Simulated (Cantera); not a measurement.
Mixture: 14.4 % CH₄, 18.0 % O₂, 67.6 % N₂, equivalence ratio 1.6, at 4.93 atm, adiabatic and at constant volume. Ignition delay is the time to a rise of 400 K.

Detailed kinetics in Cantera: GRI-Mech 3.0 (53 species, 325 reactions).

Question: Predict: delay at 1048 K; delay at 1198 K; delay at 1348 K; delay at 1498 K; apparent activation energy between 1423 and 1573 K.

Answer: 
```
Item                                                     Value
--------------------------------------------------  ----------
delay at 1048 K                                        0.104 s
delay at 1198 K                                        12.4 ms
delay at 1348 K                                        1.98 ms
delay at 1498 K                                       0.390 ms
apparent activation energy between 1423 and 1573 K  190 kJ/mol
```
